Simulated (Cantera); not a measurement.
Input: 1 mol AlCl3, 1.1 mol HCl, 12 mol H2, equilibrated at 925 °C and 26.0 Pa.

Method: chemical equilibrium by Gibbs-energy minimisation in Cantera with the NASA 1993 tables (ideal gas, pure condensed phases). Candidate condensed phases: Al, AlCl3; 12 gas species. The tables' values for AlCl2 are old estimates; treat these amounts as uncertain. The numbers say what is thermodynamically allowed, not how fast it happens.

Base state: H2 0.847, HCl 0.0821, AlCl3 0.0678, AlCl2 0.00165, AlCl 0.00131, H 1.09e-5 (mole fractions); condensed: gas only.

**Question.** What changes in the equilibrium state with this change: pressure from 26.0 Pa to 10000 Pa?

**Answer.** 
| species | before | after |
|---|---|---|
| H2 | 0.847 | 0.851 |
| HCl | 0.0821 | 0.0781 |
| AlCl3 | 0.0678 | 0.0708 |
| AlCl | 0.00131 | 3.95e-6 |
| H | 1.09e-5 | 5.55e-7 |
| AlCl2 | 0.00165 | 9.25e-5 |
